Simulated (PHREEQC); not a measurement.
0.01 mol of Clpyromorphite (Pb5(PO4)3Cl) is brought to equilibrium with 1 kg of water holding 0.01 mol/kgw NaCl, at 25 °C, the pH being set by adding NaOH or HCl. O2 is buffered at 0.21 atm. The system is closed to CO2. Only these solids could form: Clpyromorphite, Litharge, Cotunnite, Laurionite, Hxypyromorphite.

Equilibrium calculation in PHREEQC: ion-association model, wateq4f.dat.

| pH | dissolved Pb (mol/kgw) | dissolved P (mol/kgw) | dissolved Cl (mol/kgw) | H2PO4- (mol/kgw) | Pb+2 (mol/kgw) | PbCl+ (mol/kgw) | HPO4-2 (mol/kgw) | Pb(OH)2 (mol/kgw) |
|---|---|---|---|---|---|---|---|---|
| 5 | 3.65e-7 | 2.19e-7 | 0.0100 | 2.17e-7 | 2.88e-7 | 7.57e-8 | 1.82e-9 | 1.44e-14 |
| 5.5 | 1.55e-7 | 9.30e-8 | 0.0100 | 9.05e-8 | 1.22e-7 | 3.21e-8 | 2.41e-9 | 6.10e-14 |
| 6.25 | 4.48e-8 | 2.69e-8 | 0.0100 | 2.33e-8 | 3.46e-8 | 9.11e-9 | 3.49e-9 | 5.48e-13 |
| 7 | 1.55e-8 | 9.28e-9 | 0.0100 | 5.01e-9 | 1.10e-8 | 2.89e-9 | 4.22e-9 | 5.49e-12 |
| 7.5 | 9.58e-9 | 5.75e-9 | 0.0100 | 1.56e-9 | 5.56e-9 | 1.46e-9 | 4.14e-9 | 2.78e-11 |
| 8 | 7.71e-9 | 4.63e-9 | 0.0100 | 4.86e-10 | 2.81e-9 | 7.38e-10 | 4.09e-9 | 1.41e-10 |
| 8.75 | 9.24e-9 | 5.54e-9 | 0.0100 | 1.13e-10 | 8.47e-10 | 2.23e-10 | 5.36e-9 | 1.34e-9 |
| 9.5 | 1.90e-8 | 1.14e-8 | 0.0100 | 4.21e-11 | 1.93e-10 | 5.08e-11 | 1.12e-8 | 9.66e-9 |
| 10 | 4.25e-8 | 2.55e-8 | 0.0100 | 2.97e-11 | 6.00e-11 | 1.57e-11 | 2.50e-8 | 3.00e-8 |

H3PO4, which wateq4f.dat lacks, is added to it with the constant of phreeqc.dat. The database has no phosphate complexes of Pb.
